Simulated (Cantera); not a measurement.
Mixture: H2 : O2 : N2 = 1 : 0.263 : 1.82 (molar parts), equivalence ratio 1.9, at 190000 Pa, adiabatic and at constant pressure. Ignition delay is the time to a rise of 400 K.

Cantera simulation using the H2/O2 subset of GRI-Mech 3.0, which has no nitrogen chemistry; the numbers are that mechanism's predictions, not measurements. Where the delays flatten at high temperature, the 400 K rule measures the pace of heat release, not the induction time.

Predict: delay at 1250 K; delay at 1450 K; delay at 1650 K; delay at 1850 K.


```json
{
  "delay at 1250 K": "31.2 µs",
  "delay at 1450 K": "15.5 µs",
  "delay at 1650 K": "11.9 µs",
  "delay at 1850 K": "12.1 µs"
}
```
